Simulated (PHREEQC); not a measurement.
**Acid mine or pickling water**

A made-up water analysis in mg/kgw, 62 °C, pH 1.86, pe 10.4:

```
constituent  mg/kgw
-----------  ------
Na              130
K               315
Ca              129
Mg              130
Cl             25.6
S(6) as SO4    2820
Cu(2)          20.1
```

Valence states are taken as typed.

Equilibrium calculation in PHREEQC: ion-association model, phreeqc.dat.

Precipitation was switched off in this run.

Estimate the ionic strength, charge-balance error, density.

ionic strength 0.0518 mol/kgw; charge-balance error 6.2 %; density 0.985 g/cm³.

In which forms is K present?

K+ 95 %, KSO4- 4.5 % of the K.

At this temperature some constants are extrapolated from 25 °C, and those without enthalpy data are left unchanged.
